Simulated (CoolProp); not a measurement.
Vapour-liquid equilibrium of dimethyl ether (1) + isobutane (2) at 2240 kPa; x and y are mole fractions of (1).

The numbers come from the multi-fluid Helmholtz-energy mixture model, Wu 2011 and Bücker 2006; pair parameters Bell 2016 in CoolProp.

Problem. Give the bubble temperature and the first vapour's composition at x = 0.05, 0.65, 0.8. Is there an azeotrope?

Solution. x = 0.05: 103.7 °C, y = 0.076; x = 0.65: 83.9 °C, y = 0.703; x = 0.8: 81.8 °C, y = 0.825. No azeotrope shows between x = 0.05 and 0.95.

The pair parameters rest on a limited set of measurements; away from them the model extrapolates.
